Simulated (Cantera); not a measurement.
An isothermal, constant-pressure homogeneous reactor starts with 1.19 % CH4, 98.8 % H2, 0.0602 % N2, at 1775 K and 20.0 Torr.

Model: GRI-Mech 3.0 (53 species, 325 reactions), integrated in Cantera. GRI-Mech 3.0 stops at C3 and has no aromatics, soot or wall deposition, so with more carbon than oxygen in the feed, carbon stays in small species such as C2H2 where larger ones or solid carbon would form. Radical loss at walls, strong at low pressure, is not modelled.

One state of this run: x CH4 = 0.00726; x H2 = 0.988; x C2H2 = 0.00213; x C2H6 = 2.62e-7; x HCN = 6.84e-10. x: mole fraction; the columns are a selection and need not sum to one.

Q: Which value of t (s) does it belong to?
A. 0.285
B. 3.05
C. 0.00809
D. 10.0

A: A, 0.285
